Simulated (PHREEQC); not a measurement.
Model water analysis in mg/kgw, 92 °C, pH 2.83, pe 9.2:

```json
[
 {"constituent": "Na", "mg/kgw": "23.1"},
 {"constituent": "K", "mg/kgw": "29.5"},
 {"constituent": "Ca", "mg/kgw": "56.6"},
 {"constituent": "Mg", "mg/kgw": "40.2"},
 {"constituent": "Cl", "mg/kgw": "90.2"},
 {"constituent": "S(6) as SO4", "mg/kgw": "401"},
 {"constituent": "P as PO4", "mg/kgw": "4.75"}
]
```

Valence states are taken as typed.

Equilibrium calculation in PHREEQC: ion-association model, wateq4f.dat.

Each row changes one thing in this solution. Precipitation was switched off in this run.

```
case                                             ionic strength (mol/kgw)  SO4-2 (mol/kgw)  HSO4- (mol/kgw)  Ca+2 (mol/kgw)  Mg+2 (mol/kgw)  MgSO4 (mol/kgw)  SI of Gypsum (CaSO4:2H2O)  SI of Hydroxyapatite (Ca5(PO4)3OH)
-----------------------------------------------  ------------------------  ---------------  ---------------  --------------  --------------  ---------------  -------------------------  ----------------------------------
as made                                                            0.0118          0.00201          0.00116         0.00112        0.000959         0.000692                      -1.27                              -22.51
Mg from 40.2 to 121 mg/kgw                                         0.0156          0.00151         0.000830         0.00120         0.00336          0.00161                      -1.42                              -22.61
all concentrations times 4 at the same typed pH                    0.0386          0.00726          0.00334         0.00373      (withheld)          0.00391                 (withheld)                              -18.92
```

Problem. Complete the blanks.

Solution. 
- all concentrations times 4 at the same typed pH, Mg+2 (mol/kgw): 0.00270
- all concentrations times 4 at the same typed pH, SI of Gypsum (CaSO4:2H2O): -0.45

H3PO4, which wateq4f.dat lacks, is added to it with the constant of phreeqc.dat. At this temperature some constants are extrapolated from 25 °C, and those without enthalpy data are left unchanged.
